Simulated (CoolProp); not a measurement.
Aqueous sodium chloride as a coolant, 3 % by mass, freezing at -1.8 °C, 1 atm.

Values from CoolProp's Melinder's fits for secondary coolants.

```csv
T (°C),conductivity (W/(m K)),viscosity (mPa s),cp (kJ/(kg K)),density (kg/m³)
2.1,0.563,1.72,4.022,(withheld)
7.6,0.574,1.46,4.021,1022
13.2,0.584,1.25,4.021,1021
18.8,0.594,1.08,4.022,1020
24.4,0.603,0.944,4.025,(withheld)
30,0.612,(withheld),(withheld),1017
35.5,0.620,0.752,4.032,1015
```

Question: Fill in the missing entries.

Answer: 
- 2.1, density (kg/m³): 1023
- 24.4, density (kg/m³): 1018
- 30, viscosity (mPa s): 0.837
- 30, cp (kJ/(kg K)): 4.028
